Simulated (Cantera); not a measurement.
A closed system holds: 1 mol B2H6, 0.14 mol NH3, 130 mol H2, at 1273 K and 8800 Pa.

Cantera equilibrium calculation (NASA polynomials, part measured and part estimated; ideal gas, pure solids and liquids). Candidate condensed phases: B, BN; 15 gas species. The feed counts by its element totals alone. Mutual solubility and eutectic melting of coexisting phases are not modelled. Kinetics and transport are ignored.

Base state: H2 1.000 (mole fractions); condensed: B(s) + BN(s).

### Question
What changes in the equilibrium state with this change: B2H6 replaced by BF3?

### Answer
```csv
species,before,after
H2,1.000,0.990
BF3,0,0.00644
HF,0,0.00295
BHF2,0,0.000288
N2,<1e-9,9.07e-5
"B(s), mol",1.86,0
"BN(s), mol",0.140,0.116
```

### Question
What changes in the equilibrium state with this change: temperature from 1273 K to 1923 K?

### Answer
```
species      before     after
----------  -------  --------
H2            1.000     0.996
H           2.40e-6   0.00317
N2            <1e-9  0.000405
BH2         6.16e-7  0.000294
B(s), mol      1.86      1.93
BN(s), mol    0.140    0.0320
```
The tables' values for BH2 are old estimates; treat these amounts as uncertain.
